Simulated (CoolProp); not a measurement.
A single-stage vapour-compression cycle with chlorine: evaporating at 254.15 K (dew point), condensing at 299.15 K (bubble point), superheat 5 K, subcooling 8 K, compressor efficiency 0.85, no pressure losses. Each further row changes one setting.

Computed with CoolProp (reference Helmholtz-energy equation of state, Thol 2021).

```tsv
case	cooling COP	pressure ratio	discharge temperature (K)	refrigerating effect (kJ/kg)	volumetric capacity (kJ/m³)
as stated	4.11	4.25	387.7	245	1570
evaporating temperature 259.15 K	4.81	3.52	375.5	247	1880
condensing temperature 294.15 K	4.71	3.71	373.8	250	1600
subcooling 13 K	4.19	4.25	387.7	250	1600
superheat 15 K	4.02	4.25	401.8	250	1540
compressor efficiency 0.75	3.63	4.25	402.5	245	1570
```
